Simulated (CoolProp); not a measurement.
Saturation properties of sulfur dioxide.

Model: reference Helmholtz-energy equation of state, Gao 2016, in CoolProp.

```tsv
T (K)	p (MPa)	enthalpy of vaporisation (kJ/kg)	liquid cp (kJ/(kg K))	vapour Z	surface tension (mN/m)
278.2	___	375.9	1.370	0.9574	25.5
292.1	___	362.5	___	___	22.8
305.9	0.5044	348.3	1.405	0.9184	20.2
319.7	0.7634	333.0	1.434	0.8925	17.5
333.5	1.112	316.3	1.473	0.8620	14.9
347.3	1.569	___	1.526	0.8262	___
361.1	2.152	277.3	1.603	0.7845	9.71
374.9	2.882	253.7	1.718	___	7.19
```

**Question.** Some entries are withheld; supply them.

**Answer.** 
- 278.2, p (MPa): 0.1904
- 292.1, p (MPa): 0.3188
- 292.1, liquid cp (kJ/(kg K)): 1.384
- 292.1, vapour Z: 0.9398
- 347.3, enthalpy of vaporisation (kJ/kg): 297.9
- 347.3, surface tension (mN/m): 12.3
- 374.9, vapour Z: 0.7357

It boils at 263.1 K under 1 atm.

Surface tension comes from a separate correlation (Mulero 2012).
